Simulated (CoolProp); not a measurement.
Cyclopropane along the isotherm 134.65 °C: density (kg/m³) from the reference equation and from simpler models built on Tc = 125.5 °C, pc = 56.05 bar, ω = 0.131; each cubic takes its own stable root.

The numbers come from the reference Helmholtz-energy equation of state, Polt 1992 in CoolProp. This equation is an older, rougher fit; its heat capacities, sound speeds and derivatives of the liquid may be far off and weren't checked against measurements.

```csv
p (bar),phase,reference
35,gas,56.80
70,supercritical,339.3
105,supercritical,430.9
140,supercritical,463.5
175,supercritical,485.1
210,supercritical,501.7
245,supercritical,515.3
280,supercritical,527.0
```

### Question
How far does each simpler model (ideal gas, van der Waals, Redlich-Kwong, Soave-Redlich-Kwong, Peng-Robinson) lie from the reference over these 8 states: mean and median of the absolute difference, and the worst?

### Answer
- ideal gas: mean 51.1 %, median 51.6 %, worst -74.4 % at 134.65 °C and 70 bar
- van der Waals: mean 23.2 %, median 26.4 %, worst -26.9 % at 134.65 °C and 105 bar
- Redlich-Kwong: mean 8.7 %, median 8.6 %, worst -15.1 % at 134.65 °C and 70 bar
- Soave-Redlich-Kwong: mean 9.3 %, median 8.9 %, worst -17.3 % at 134.65 °C and 70 bar
- Peng-Robinson: mean 3.3 %, median 2.6 %, worst -10.0 % at 134.65 °C and 70 bar
